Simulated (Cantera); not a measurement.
Charge: 1 mol C₂H₂, 0.042 mol H₂O, equilibrated at 2075 K and 1330 Pa.

Equilibrium computed with Cantera from the NASA thermochemical tables; the gas is ideal and each condensed phase is pure. Equilibrium is a limit: real reactors are often held back by kinetics, nucleation or transport.

```
species            before    after
----------------  -------  -------
H₂                  0.938    0.954
CO                 0.0383   0.0386
H                  0.0223  0.00650
CH₄               4.11e-6  5.10e-5
C₂H₂ (acetylene)  0.00116  0.00118
C(graphite), mol     1.96     1.96
```
Gas species are given as mole fractions.

Question: Which change was made?
(A) pressure from 1330 Pa to 16000 Pa
(B) pressure from 1330 Pa to 450 Pa
(C) H₂O from 0.042 to 2 mol
(D) pressure from 1330 Pa to 25.0 Pa

Answer: A, pressure from 1330 Pa to 16000 Pa
